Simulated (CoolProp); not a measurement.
A Linde-Hampson liquefier for ethylene: isothermal reversible compression at 320 K from 1 atm to 25 MPa, throttling to 1 atm, return gas leaving the recuperator 2 K below the feed. Each further row changes one setting.

Computed with CoolProp (reference Helmholtz-energy equation of state, Smukala 2000).

```json
[
 {"case": "as stated", "liquid yield per pass": "0.423", "compression work (kJ/kg of gas)": "432"},
 {"case": "high pressure 50 MPa", "liquid yield per pass": "0.418", "compression work (kJ/kg of gas)": "491"},
 {"case": "warm-end temperature 350 K", "liquid yield per pass": "0.346", "compression work (kJ/kg of gas)": "498"},
 {"case": "warm-end gap 7 K", "liquid yield per pass": "0.416", "compression work (kJ/kg of gas)": "432"}
]
```
